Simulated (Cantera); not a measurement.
Mixture: CH4 : CO : O2 : N2 = 1 : 0.83 : 2.2 : 10.3 (molar parts), at 5.00 bar, adiabatic and at constant pressure. Ignition delay is the time to a rise of 400 K.

Cantera simulation using GRI-Mech 3.0 (53 species, 325 reactions); the numbers are that mechanism's predictions, not measurements.

**Question.** What does this change do: constant volume in place of constant pressure?

**Answer.** 
| quantity | before | after |
|---|---|---|
| delay at 1300 K | 5.09 ms | 4.73 ms |
| delay at 1400 K | 1.45 ms | 1.34 ms |
| delay at 1500 K | 0.465 ms | 0.433 ms |
| delay at 1600 K | 0.170 ms | 0.158 ms |
| apparent activation energy between 1550 and 1650 K | 200 kJ/mol | 200 kJ/mol |

**Question.** What does this change do: CH4 1 to 1.8 parts?

**Answer.** 
```tsv
quantity	before	after
delay at 1300 K	5.09 ms	7.07 ms
delay at 1400 K	1.45 ms	2.00 ms
delay at 1500 K	0.465 ms	0.630 ms
delay at 1600 K	0.170 ms	0.221 ms
apparent activation energy between 1550 and 1650 K	200 kJ/mol	210 kJ/mol
```
